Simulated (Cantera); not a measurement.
Feed: 1 mol BCl₃, a varied amount of O₂, 0.93 mol H₂, 6.7 mol NH₃, equilibrated at 2.90 mbar.

Points: T (K) = 1273, 1348, 1423, 1498, 1573, 1648, 1723, 1798, 1873, 1948, 2023, 2098, 2173, 2248; n(O2) (mol) = 0.091, 0.16, 0.24, 0.31, 0.38, 0.46, 0.53, 0.6, 0.68, 0.75, 0.82, 0.9.

Cantera's Mixture.equilibrate('TP', solver="vcs", rtol=1e-11, max_steps=5000) on the NASA tables stopped like this:

```
ERROR: FAILURE its = 5001!

*******************************************************************************
CanteraError thrown by MultiPhase::equilibrate:
VCS solver failed. Return code: -1
*******************************************************************************
```

What got this run through?

Several could match; the one computed here: The failure is numerical, not chemical. The same input converged with solver="gibbs", rtol=1e-10, max_steps=50000, and the result passed a check of the equilibrium conditions:
```
   1273      0.091  BN(s) + B2O3(L)
   1273       0.16  BN(s) + B2O3(L)
   1273       0.24  BN(s) + B2O3(L)
   1273       0.31  BN(s) + B2O3(L)
   1273       0.38  BN(s) + B2O3(L)
   1273       0.46  BN(s) + B2O3(L)
   1273       0.53  BN(s) + B2O3(L)
   1273        0.6  BN(s) + B2O3(L)
   1273       0.68  BN(s) + B2O3(L)
   1273       0.75  BN(s) + B2O3(L)
   1273       0.82  B2O3(L)
   1273        0.9  B2O3(L)
   1348      0.091  BN(s) + B2O3(L)
   1348       0.16  BN(s) + B2O3(L)
   1348       0.24  BN(s) + B2O3(L)
   1348       0.31  BN(s) + B2O3(L)
   1348       0.38  BN(s) + B2O3(L)
   1348       0.46  BN(s) + B2O3(L)
   1348       0.53  BN(s) + B2O3(L)
   1348        0.6  BN(s) + B2O3(L)
   1348       0.68  BN(s) + B2O3(L)
   1348       0.75  BN(s) + B2O3(L)
   1348       0.82  B2O3(L)
   1348        0.9  B2O3(L)
   1423      0.091  BN(s)
   1423       0.16  BN(s) + B2O3(L)
   1423       0.24  BN(s) + B2O3(L)
   1423       0.31  BN(s) + B2O3(L)
   1423       0.38  BN(s) + B2O3(L)
   1423       0.46  BN(s) + B2O3(L)
   1423       0.53  BN(s) + B2O3(L)
   1423        0.6  BN(s) + B2O3(L)
   1423       0.68  BN(s) + B2O3(L)
   1423       0.75  BN(s) + B2O3(L)
   1423       0.82  B2O3(L)
   1423        0.9  B2O3(L)
   1498      0.091  BN(s)
   1498       0.16  BN(s)
   1498       0.24  BN(s)
   1498       0.31  BN(s)
   1498       0.38  BN(s)
   1498       0.46  BN(s) + B2O3(L)
   1498       0.53  BN(s) + B2O3(L)
   1498        0.6  BN(s) + B2O3(L)
   1498       0.68  BN(s) + B2O3(L)
   1498       0.75  B2O3(L)
   1498       0.82  B2O3(L)
   1498        0.9  B2O3(L)
   1573      0.091  BN(s)
   1573       0.16  BN(s)
   1573       0.24  BN(s)
   1573       0.31  BN(s)
   1573       0.38  BN(s)
   1573       0.46  BN(s)
   1573       0.53  BN(s)
   1573        0.6  BN(s)
   1573       0.68  gas only
   1573       0.75  gas only
   1573       0.82  gas only
   1573        0.9  gas only
   1648      0.091  BN(s)
   1648       0.16  BN(s)
   1648       0.24  BN(s)
   1648       0.31  BN(s)
   1648       0.38  BN(s)
   1648       0.46  BN(s)
   1648       0.53  BN(s)
   1648        0.6  gas only
   1648       0.68  gas only
   1648       0.75  gas only
   1648       0.82  gas only
   1648        0.9  gas only
   1723      0.091  BN(s)
   1723       0.16  BN(s)
   1723       0.24  BN(s)
   1723       0.31  BN(s)
   1723       0.38  BN(s)
   1723       0.46  BN(s)
   1723       0.53  BN(s)
   1723        0.6  gas only
   1723       0.68  gas only
   1723       0.75  gas only
   1723       0.82  gas only
   1723        0.9  gas only
   1798      0.091  BN(s)
   1798       0.16  BN(s)
   1798       0.24  BN(s)
   1798       0.31  BN(s)
   1798       0.38  BN(s)
   1798       0.46  BN(s)
   1798       0.53  gas only
   1798        0.6  gas only
   1798       0.68  gas only
   1798       0.75  gas only
   1798       0.82  gas only
   1798        0.9  gas only
   1873      0.091  BN(s)
   1873       0.16  BN(s)
   1873       0.24  BN(s)
   1873       0.31  BN(s)
   1873       0.38  BN(s)
   1873       0.46  gas only
   1873       0.53  gas only
   1873        0.6  gas only
   1873       0.68  gas only
   1873       0.75  gas only
   1873       0.82  gas only
   1873        0.9  gas only
   1948      0.091  BN(s)
   1948       0.16  BN(s)
   1948       0.24  BN(s)
   1948       0.31  BN(s)
   1948       0.38  gas only
   1948       0.46  gas only
   1948       0.53  gas only
   1948        0.6  gas only
   1948       0.68  gas only
   1948       0.75  gas only
   1948       0.82  gas only
   1948        0.9  gas only
   2023      0.091  BN(s)
   2023       0.16  gas only
   2023       0.24  gas only
   2023       0.31  gas only
   2023       0.38  gas only
   2023       0.46  gas only
   2023       0.53  gas only
   2023        0.6  gas only
   2023       0.68  gas only
   2023       0.75  gas only
   2023       0.82  gas only
   2023        0.9  gas only
   2098      0.091  gas only
   2098       0.16  gas only
   2098       0.24  gas only
   2098       0.31  gas only
   2098       0.38  gas only
   2098       0.46  gas only
   2098       0.53  gas only
   2098        0.6  gas only
   2098       0.68  gas only
   2098       0.75  gas only
   2098       0.82  gas only
   2098        0.9  gas only
   2173      0.091  gas only
   2173       0.16  gas only
   2173       0.24  gas only
   2173       0.31  gas only
   2173       0.38  gas only
   2173       0.46  gas only
   2173       0.53  gas only
   2173        0.6  gas only
   2173       0.68  gas only
   2173       0.75  gas only
   2173       0.82  gas only
   2173        0.9  gas only
   2248      0.091  gas only
   2248       0.16  gas only
   2248       0.24  gas only
   2248       0.31  gas only
   2248       0.38  gas only
   2248       0.46  gas only
   2248       0.53  gas only
   2248        0.6  gas only
   2248       0.68  gas only
   2248       0.75  gas only
   2248       0.82  gas only
   2248        0.9  gas only
```

The gas is ideal and each condensed phase is pure. Mutual solubility and eutectic melting of coexisting phases are not modelled. The tables' values for BCl2 are old estimates.
